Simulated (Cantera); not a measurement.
A perfectly stirred reactor is fed with CH4 : O2 : N2 = 1 : 1.82 : 6.84 (molar parts), equivalence ratio 1.1, at 1.10 bar; it is adiabatic with a 575 K inlet, and is followed from long to short residence time, starting on the burning branch (τ in s: 0.042, 0.02, 0.0094, 0.0045, 0.0021, 0.001, 0.00048, 0.00023, 0.00011, 5.2e-05, 2.5e-05).

Model: GRI-Mech 3.0 (53 species, 325 reactions), integrated in Cantera.

Q: What does this change do: pressure from 1.10 bar to 10.0 bar?

A: 
```json
[
 {"quantity": "blow-out, bracketed by the residence times tried", "before": "burning at 52.0 µs, out at 25.0 µs", "after": "burning at 25.0 µs, the shortest tried"},
 {"quantity": "x(CH4) at τ = 42.0 ms", "before": "5.64e-6", "after": "3.01e-6"},
 {"quantity": "x(O2) at τ = 42.0 ms", "before": "0.00254", "after": "0.000458"},
 {"quantity": "x(H) at τ = 42.0 ms", "before": "0.00197", "after": "0.000605"},
 {"quantity": "x(CH3) at τ = 42.0 ms", "before": "4.02e-6", "after": "1.73e-6"},
 {"quantity": "x(NO) at τ = 42.0 ms", "before": "0.00106", "after": "0.000733"},
 {"quantity": "x(CH4) at τ = 1.00 ms", "before": "8.55e-5", "after": "5.08e-5"},
 {"quantity": "x(O2) at τ = 1.00 ms", "before": "0.00932", "after": "0.00199"},
 {"quantity": "x(H) at τ = 1.00 ms", "before": "0.00679", "after": "0.00118"},
 {"quantity": "x(CH3) at τ = 1.00 ms", "before": "4.82e-5", "after": "3.22e-5"},
 {"quantity": "x(NO) at τ = 1.00 ms", "before": "0.000318", "after": "0.000560"}
]
```
